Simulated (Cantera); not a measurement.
A closed system holds: 1 mol SiO2, 0.076 mol N2, at 0.0100 bar.

Method: chemical equilibrium by Gibbs-energy minimisation in Cantera with the NASA 1993 tables (ideal gas, pure condensed phases). Candidate condensed phases: Si, SiO2, Si2N2O, Si3N4; 16 gas species. The tables hold silica as quartz up to 1696 K and as liquid above; real silica turns to tridymite and cristobalite and melts near 1996 K. Equilibrium is a limit: real reactors are often held back by kinetics, nucleation or transport.

Over these rows the condensed part is SiO2(l). Partial pressures as log10 of bar:

```json
[
 {"T (K)": "2075", "1000/T (1/K)": "0.4819", "log p O2": "-4.96", "log p N2": "-2.00", "log p SiO": "-4.48"},
 {"T (K)": "2125", "1000/T (1/K)": "0.4706", "log p O2": "-4.64", "log p N2": "-2.00", "log p SiO": "-4.18"},
 {"T (K)": "2175", "1000/T (1/K)": "0.4598", "log p O2": "-4.34", "log p N2": "-2.01", "log p SiO": "-3.90"},
 {"T (K)": "2225", "1000/T (1/K)": "0.4494", "log p O2": "-4.06", "log p N2": "-2.02", "log p SiO": "-3.63"},
 {"T (K)": "2275", "1000/T (1/K)": "0.4396", "log p O2": "?", "log p N2": "-2.03", "log p SiO": "-3.37"},
 {"T (K)": "2325", "1000/T (1/K)": "0.4301", "log p O2": "-3.53", "log p N2": "-2.06", "log p SiO": "-3.12"}
]
```

Question: Fit log p(O2) = a + b·(1000/T) to the five rows, give the apparent enthalpy, and predict the row at 2275 K.

Answer: Means: 1000/T = 0.4584, log p = -4.306. Sxy = -0.043666, Sxx = 0.0015849, so b = -27.55 and a = -4.306 − (-27.55)×0.4584 = 8.32.
Apparent enthalpy: −19.145 × (-27.55) = 527 kJ/mol. With the condensed phases at unit activity, 2 SiO2(l) = O2(g) + 2 SiO(g) links this pressure to the main gases: over the six rows their terms move log p by -2.72 in all, so the slope isn't that reaction's ΔH° alone. The five rows lie within 0.01 of the line.
Prediction at 2275 K: 8.32 + (-27.55)×0.4396 = -3.79. The computed value is -3.79, 0.00 from the line.
